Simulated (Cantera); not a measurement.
A perfectly stirred reactor is fed with C₂H₄ : O₂ : N₂ : H₂O = 1 : 6.98 : 26.2 : 0.13 (molar parts), equivalence ratio 0.43, at 6.42 atm; it is adiabatic with a 325 K inlet, and is followed from long to short residence time, starting on the burning branch (τ in s: 0.028, 0.01, 0.0037, 0.0013, 0.00048, 0.00017, 6.3e-05, 2.3e-05, 8.2e-06).

Model: GRI-Mech 3.0 (53 species, 325 reactions), integrated in Cantera. GRI-Mech 3.0 was tuned for natural gas; its chemistry of ethylene as a main component is partial and can be far from experiment.

Task: Predict: blow-out, bracketed by the residence times tried; x(C₂H₄) at τ = 28.0 ms; x(O₂) at τ = 28.0 ms; x(C₂H₆) at τ = 28.0 ms; x(CH₃) at τ = 28.0 ms; x(C₂H₄) at τ = 0.480 ms; x(O₂) at τ = 0.480 ms.

Result: 
```json
{
  "blow_out_bracketed_by_the_residence_times_tried": "burning at 3.70 ms, out at 1.30 ms",
  "x(C₂H₄) at τ = 28.0 ms": "3.35e-5",
  "x(O₂) at τ = 28.0 ms": "0.116",
  "x(C₂H₆) at τ = 28.0 ms": "1.22e-9",
  "x(CH₃) at τ = 28.0 ms": "6.74e-7",
  "x(C₂H₄) at τ = 0.480 ms": "0.0291",
  "x(O₂) at τ = 0.480 ms": "0.203"
}
```
